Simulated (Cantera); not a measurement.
# Stirred combustor or abatement burner

A perfectly stirred reactor is fed with H2 : O2 : N2 = 1 : 0.312 : 1.17 (molar parts), equivalence ratio 1.6, at 10.0 bar; it is adiabatic with a 573 K inlet, and is followed from long to short residence time, starting on the burning branch (τ in s: 0.25, 0.094, 0.035, 0.013, 0.0049, 0.0018, 0.00068, 0.00025, 9.4e-05, 3.5e-05).

Cantera simulation using the H2/O2 subset of GRI-Mech 3.0, which has no nitrogen chemistry; the numbers are that mechanism's predictions, not measurements. The hydrogen kinetics of GRI-Mech 3.0 are dated; newer H2 mechanisms differ, most at raised pressure.

```csv
τ (s),T (K),x H2,x O2,x H,x HO2,x H2O2,x OH
0.25,2430,0.172,5.99e-6,0.00243,1.28e-8,1.24e-8,0.000770
0.094,2429,0.172,7.74e-6,0.00245,1.40e-8,1.29e-8,0.000776
0.035,2429,0.172,1.23e-5,0.00251,1.74e-8,1.42e-8,0.000794
0.013,2428,0.172,2.39e-5,0.00266,2.65e-8,1.76e-8,0.000839
0.0049,2425,0.172,5.01e-5,0.00301,5.08e-8,2.62e-8,0.000946
0.0018,2418,0.172,0.000105,0.00380,1.20e-7,4.79e-8,0.00119
0.00068,2405,0.171,0.000204,0.00528,3.09e-7,9.59e-8,0.00162
0.00025,2383,0.170,0.000389,0.00790,8.46e-7,1.97e-7,0.00236
9.4e-5,2347,0.169,0.000729,0.0120,2.16e-6,3.66e-7,0.00342
3.5e-5,2292,0.167,0.00138,0.0181,5.14e-6,6.17e-7,0.00480
```
x: mole fraction; the columns are a selection and need not sum to one.
